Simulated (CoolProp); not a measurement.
The numbers come from the reference Helmholtz-energy equation of state, Lemmon 2003 in CoolProp. It is a pseudo-pure fit of the blend.

Task: For R407C, give the phase and the cp (kJ/(kg K)), cv (kJ/(kg K)), isothermal compressibility (1/MPa), Prandtl number at 50.15 °C and 9.65 MPa; 50.15 °C and 15.4 MPa.

Result: 
- 50.15 °C and 9.65 MPa: liquid; cp 1.52, cv 0.930, isothermal compressibility 0.00711, Prandtl number 2.53
- 50.15 °C and 15.4 MPa: liquid; cp 1.45, cv 0.925, isothermal compressibility 0.00512, Prandtl number 2.55

Viscosity comes from a separate model (Geller 2000). Thermal conductivity comes from a separate model (Geller 2001).
